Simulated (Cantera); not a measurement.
What does this Cantera script print?

```python
import numpy as np
import cantera as ct

gas_names = """
    F F2 H HF H2 H2F2 H3F3 H4F4 H5F5 H6F6 H7F7 Si SiF SiF2 SiF3 SiF4 SiH SiHF3 SiH2 SiH2F2 SiH3 SiH3F
    SiH4 Si2 Si3
""".split()
cond_names = """
    Si(cr) Si(L)
""".split()


# ... load() reads the species with a 1 bar reference pressure and builds the phases ...
atoms = {
    'Si': {'Si': 1},
    'F2': {'F': 2},
    'H2': {'H': 2},
}
top_T = {}  # K; cautious upper limits of use, not melting points


# ... equilibrate(T, P, feed) seeds the gas with the atoms and calls Mixture.equilibrate('TP', solver="vcs", rtol=1e-11, max_steps=5000) ...
results = []
feed = {'Si': 1, 'F2': 1.3, 'H2': 6.3}  # mol
P = 13332.2  # Pa
for T in [450, 550, 650, 750, 850, 950, 1050, 1150, 1250, 1350, 1450]:
    mix = equilibrate(T, P, feed)
    results.append((T, P, feed, dict(zip(mix.species_names, mix.species_moles))))

top = {s: max(r[3][s] / sum(r[3][g] for g in gas_names) for r in results) for s in gas_names}
cols = sorted((s for s in top if top[s] > 0.001), key=lambda s: -top[s])[:5]
seen = [c for c in cond_names if any(r[3].get(c, 0) > 1e-12 for r in results)]
print("log10 of partial pressures in bar; condensed amounts in mol")
print(f"{'T/K':>10s}" + "".join(f"{s[:9]:>10s}" for s in cols + seen))
for T, P, feed, n in results:
    ng = sum(n[g] for g in gas_names)
    print(f"{T:10.4g}" + "".join(f"{np.log10(max(n[s] / ng * P / 1e5, 1e-99)):10.3f}" for s in cols)
          + "".join(f"{n.get(c, 0):10.4g}" for c in seen))
```

Output:

```
log10 of partial pressures in bar; condensed amounts in mol
       T/K        H2      SiF4      SiF3     SiHF3        HF    Si(cr)
       450    -0.918    -1.915   -12.624    -3.394   -13.947    0.3444
       550    -0.918    -1.920    -9.978    -3.216   -11.182    0.3415
       650    -0.919    -1.925    -8.151    -3.103    -9.272    0.3388
       750    -0.919    -1.930    -6.815    -3.025    -7.875    0.3365
       850    -0.919    -1.933    -5.796    -2.969    -6.809    0.3345
       950    -0.919    -1.937    -4.994    -2.926    -5.970    0.3327
      1050    -0.919    -1.940    -4.348    -2.893    -5.294    0.3309
      1150    -0.919    -1.946    -3.818    -2.868    -4.737    0.3284
      1250    -0.920    -1.956    -3.378    -2.851    -4.272    0.3242
      1350    -0.921    -1.976    -3.013    -2.846    -3.880    0.3163
      1450    -0.922    -2.013    -2.715    -2.856    -3.549    0.3016
```

Equilibrium computed with Cantera from the NASA thermochemical tables; the gas is ideal and each condensed phase is pure. The tables' values for SiF3, SiF2 are old estimates; treat these amounts as uncertain.
